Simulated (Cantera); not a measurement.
What does this Cantera script print?

```python
import numpy as np
import cantera as ct

gas = ct.Solution("gri30.yaml")


def delay(T, t_max=10):
    gas.TPX = T, 240000, {'CH4': 1, 'O2': 1.43, 'N2': 5.37, 'H2O': 1.1}
    reactor = ct.IdealGasReactor(gas, clone=False)
    net = ct.ReactorNet([reactor])
    net.rtol, net.atol = 1e-8, 1e-16
    while net.time < t_max:
        t_old, T_old = net.time, reactor.T
        net.step()
        if reactor.T > T + 400:  # ignition: a rise of 400 K
            return t_old + (T + 400 - T_old) / (reactor.T - T_old) * (net.time - t_old)
    return np.nan


taus = []
for T in [1275, 1375, 1475, 1575, 1675, 1775, 1875, 1975, 2075]:
    taus.append(delay(T))
    print(f"T0 = {T:6g} K   tau = {taus[-1]:.4e} s")
```

Result:

```
T0 =   1275 K   tau = 1.1441e-02 s
T0 =   1375 K   tau = 3.5224e-03 s
T0 =   1475 K   tau = 1.1484e-03 s
T0 =   1575 K   tau = 4.0134e-04 s
T0 =   1675 K   tau = 1.5517e-04 s
T0 =   1775 K   tau = 6.7824e-05 s
T0 =   1875 K   tau = 3.3470e-05 s
T0 =   1975 K   tau = 1.8338e-05 s
T0 =   2075 K   tau = 1.0941e-05 s
```

Cantera simulation using GRI-Mech 3.0 (53 species, 325 reactions); the numbers are that mechanism's predictions, not measurements.
